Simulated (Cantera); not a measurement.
A closed system holds: 1 mol FeS₂, 14 mol H₂, a varied amount of N₂, at 1450 K and 660000 Pa.

Equilibrium computed with Cantera from the NASA thermochemical tables; the gas is ideal and each condensed phase is pure. Candidate condensed phases: Fe, FeS, FeS₂, S; 16 gas species. FeS: taken at fixed stoichiometry. The numbers say what is thermodynamically allowed, not how fast it happens.

x: gas mole fraction; n: condensed amount in mol.

```tsv
n(N₂) (mol)	x N₂	x H₂	x H₂S	x NH₃	x SH	n FeS(s)
2.2	0.136	0.802	0.0616	0.000127	7.56e-5	1.00
4.1	0.226	0.718	0.0551	0.000138	7.15e-5	1.00
7.7	(withheld)	(withheld)	(withheld)	0.000132	(withheld)	1.00
14	(withheld)	(withheld)	(withheld)	(withheld)	(withheld)	1.00
26	0.650	0.325	0.0249	7.14e-5	4.80e-5	1.00
49	0.778	0.206	0.0158	3.95e-5	3.82e-5	1.00
90	0.865	0.125	0.00951	1.97e-5	2.96e-5	1.00
```

Some entries are withheld; supply them.


- 14, x N₂: 0.500
- 14, x H₂: 0.464
- 14, x H₂S: 0.0356
- 14, x NH₃: 0.000107
- 14, x SH: 5.74e-5
- 7.7, x N₂: 0.355
- 7.7, x H₂: 0.599
- 7.7, x H₂S: 0.0459
- 7.7, x SH: 6.53e-5
